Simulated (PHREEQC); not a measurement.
**Polishing slurry liquid**

Solution (10 °C): 2.1 mmol/kgw H2SO4, 0.073 mmol/kgw K2SO4 and 48 mmol/kgw CuSO4. Closed to the air; pH follows from the charge balance.

Equilibrium calculation in PHREEQC: ion-association model, phreeqc.dat.

Each row changes one thing in this solution. This is a speciation only: nothing precipitates in the calculation.

| case | pH | ionic strength (mol/kgw) | SO4-2 (mol/kgw) | HSO4- (mol/kgw) | KSO4- (mol/kgw) |
|---|---|---|---|---|---|
| as made | 2.71 | 0.114 | 0.0282 | 0.00184 | 7.35e-6 |
| H2SO4 from 0.0021 to 0.00231 mol/kgw | 2.67 | 0.115 | 0.0283 | 0.00202 | 7.36e-6 |
| CuSO4 replaced by MgSO4 at the same molality | 2.72 | 0.120 | 0.0296 | 0.00187 | ? |
| 0.076 mol/kgw HCl added | 1.33 | ? | 0.0165 | 0.0226 | 3.72e-6 |
| diluted 10-fold with water | 3.49 | 0.0155 | 0.00391 | 6.31e-5 | 1.85e-7 |
| diluted 5-fold with water | 3.24 | 0.0285 | 0.00713 | 0.000186 | 5.85e-7 |

Q: What belongs in the gaps?

A: 
- CuSO4 replaced by MgSO4 at the same molality, KSO4- (mol/kgw): 7.57e-6
- 0.076 mol/kgw HCl added, ionic strength (mol/kgw): 0.183

Constants without temperature data keep their 25 °C values here.
